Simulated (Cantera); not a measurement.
Input: 1 mol SiH2Cl2, 10 mol NH3, at 0.0133 bar.

Method: chemical equilibrium by Gibbs-energy minimisation in Cantera with the NASA 1993 tables (ideal gas, pure condensed phases). Candidate condensed phases: NH4Cl, Si, Si3N4; 28 gas species. Gases not in the tables: Si2H6 and higher silanes. Rates play no part.

Question: Which condensed phases are stable at each of these points (T (K)): 950, 1050, 1150, 1250, 1350, 1450, 1550, 1650, 1750, 1850?

Answer: 
```tsv
T (K)	condensed phases	Si condensed (%)
950	Si3N4(s)	99.9
1050	Si3N4(s)	99.9
1150	Si3N4(s)	99.9
1250	Si3N4(s)	99.9
1350	Si3N4(s)	99.4
1450	Si3N4(s)	97.2
1550	Si3N4(s)	90.6
1650	Si3N4(s)	77.6
1750	Si(l)	63.7
1850	Si(l)	64.9
```

From 950 K to 1650 K the condensed part is Si3N4(s). From 1750 K to 1850 K the condensed part is Si(l).
